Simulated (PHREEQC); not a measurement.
A column of 0.5 m (40 cells, dispersivity 0.025 m, 3600 s a shift, diffusion coefficient 3e-10 m²/s) holds 0.069 eq of the database's cation exchanger X per kg of pore water, first in equilibrium with 0.076 mol KCl and 1e-05 mol HCl per kg of water. It is flushed with 0.088 mol MgSO4 and 1e-05 mol HCl per kg of water, at 15 °C. Values are for the last cell. The system is closed to CO2. No solid was allowed to form.

Computed with PHREEQC (ion-association model, phreeqc.dat).

```csv
pore volumes,S in solution (mol/kgw),Mg in solution (mol/kgw),Cl in solution (mol/kgw),K in solution (mol/kgw),MgX2 on the exchanger (mol/kgw),KX on the exchanger (mol/kgw)
0,0,0,0.0760,0.0760,0,0.0690
0.2125,1.16e-9,0,0.0760,0.0760,0,0.0690
0.5125,0.00182,3.08e-5,0.0744,0.0780,2.13e-5,0.0690
0.8125,0.0267,0.00760,0.0529,0.0912,0.00249,0.0640
1.012,0.0508,0.0238,0.0321,0.0862,0.00617,0.0567
1.212,0.0687,0.0409,0.0167,0.0723,0.0104,0.0482
1.512,0.0820,0.0599,0.00516,0.0494,0.0170,0.0350
1.812,0.0864,0.0716,0.00140,0.0310,0.0228,0.0233
2.013,0.0874,0.0766,0.000564,0.0220,0.0260,0.0171
2.212,0.0877,0.0802,0.000225,0.0153,0.0285,0.0121
2.513,0.0879,0.0837,6.05e-5,0.00854,0.0311,0.00689
2.812,0.0880,0.0857,2.15e-5,0.00459,0.0326,0.00375
3.013,0.0880,0.0865,1.43e-5,0.00298,0.0333,0.00245
```

Complexes and solids missing from the database can't appear.
